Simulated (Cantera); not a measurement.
Ammonia decomposition in nitride growth gas

An isothermal, constant-pressure homogeneous reactor starts with 73.5 % NH₃, 26.5 % N₂, at 2098 K and 0.210 bar.

Cantera simulation using the gas-phase N/H chemistry of the illustrative SiF4/NH3 mechanism in the Surface Chemkin manual (1991); the numbers are that mechanism's predictions, not measurements. Walls and surfaces, which speed up NH3 decomposition in real reactors, are not modelled.

```csv
t (s),x NH₃,x NH₂,x N₂H₂,x N₂H₄,x H₂,x N
2.00e-6,0.735,1.70e-5,9.12e-11,1.05e-11,7.99e-6,<1e-12
7.48e-6,0.735,6.66e-5,3.50e-9,1.90e-10,3.28e-5,3.94e-12
2.80e-5,0.735,0.000251,8.09e-8,2.83e-9,0.000126,3.02e-10
0.000105,0.734,0.000900,1.52e-6,3.68e-8,0.000525,8.44e-9
0.000391,0.730,0.00198,8.74e-6,1.79e-7,0.00351,5.69e-8
0.00146,0.712,0.00197,9.41e-6,1.77e-7,0.0187,2.21e-7
0.00547,0.651,0.00170,8.08e-6,1.32e-7,0.0713,6.91e-7
0.0205,0.478,0.00128,5.09e-6,7.41e-8,0.221,1.35e-6
0.0765,0.184,0.000653,1.52e-6,1.94e-8,0.476,1.78e-6
0.286,0.0101,9.45e-5,6.31e-8,4.06e-10,0.625,2.05e-6
1.07,4.05e-5,1.03e-6,1.60e-11,<1e-12,0.631,1.69e-7
4.00,7.02e-6,1.79e-7,<1e-12,<1e-12,0.631,2.93e-8
```
x: mole fraction; the columns are a selection and need not sum to one.

Equilibrium at this temperature and pressure: NH₃ 1.09e-6, NH₂ 2.79e-8, N₂H₂ <1e-12, N₂H₄ <1e-12, H₂ 0.631, N 4.55e-9 (gas phase only).
